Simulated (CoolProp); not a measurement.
A Linde-Hampson liquefier for methane: isothermal reversible compression at 290 K from 1 atm to 15 MPa, throttling to 1 atm, return gas leaving the recuperator 2 K below the feed. Each further row changes one setting.

Model: reference Helmholtz-energy equation of state, Setzmann 1991, in CoolProp.

```
case                        liquid yield per pass  compression work (kJ/kg of gas)
--------------------------  ---------------------  -------------------------------
as stated                                       ?                              712
high pressure 30 MPa                        0.252                              798
warm-end temperature 320 K                      ?                              801
warm-end gap 7 K                                ?                              712
```

Problem. What belongs in the gaps?

Solution. 
- as stated, liquid yield per pass: 0.171
- warm-end temperature 320 K, liquid yield per pass: 0.125
- warm-end gap 7 K, liquid yield per pass: 0.161
